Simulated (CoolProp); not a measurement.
Computed with CoolProp (reference Helmholtz-energy equation of state, Lemmon 2006). It is a short technical equation, of lower accuracy than the large ones.

Give the vapour pressure (MPa), vapour density (kg/m³), liquid cp (kJ/(kg K)), surface tension (mN/m) of saturated n-nonane at 308.8, 395.1, 539 K.


```csv
T (K),p (MPa),vapour density (kg/m³),liquid cp (kJ/(kg K)),surface tension (mN/m)
308.8,0.00110,0.0553,2.25,21.4
395.1,0.0441,1.78,2.60,13.6
539,1.02,42.1,3.41,2.71
```

Surface tension comes from a separate correlation (Mulero 2012).
